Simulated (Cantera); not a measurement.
# Catalytic stagnation flow on Pt

A jet of H2 : O2 : N2 = 0.029 : 0.086 : 0.79 (molar parts), equivalence ratio 0.17 at 300 K and 0.180 bar hits a platinum plate 2.3 cm away at a mass flux of 0.021 kg/m²/s; the plate temperature is set and raised in steps from an oxygen-covered start.

Detailed kinetics in Cantera: Deutschmann's 1995 Pt surface mechanism with GRI-Mech 3.0 gas chemistry. Catalytic surfaces can have several steady states; this one follows from the mechanism file's or the stated starting coverage.

```csv
plate T (K),wall x H2,wall x O2,wall x H2O,wall x OH,θ free Pt,θ O*,θ OH*
500,0.00176,0.0634,0.0581,<1e-8,0.0406,0.934,0.0256
550,0.00175,0.0635,0.0577,<1e-8,0.0430,0.942,0.0147
600,0.00176,0.0636,0.0572,<1e-8,0.0453,0.945,0.00916
650,0.00175,0.0637,0.0569,<1e-8,0.0479,0.946,0.00612
700,0.00167,0.0637,0.0567,<1e-8,0.0525,0.943,0.00442
750,0.00141,0.0635,0.0568,<1e-8,0.0656,0.931,0.00357
800,0.00103,0.0632,0.0573,<1e-8,0.0947,0.902,0.00318
850,0.000741,0.0630,0.0575,1.18e-8,0.139,0.858,0.00293
```
x: mole fraction at the wall; θ: surface coverage.
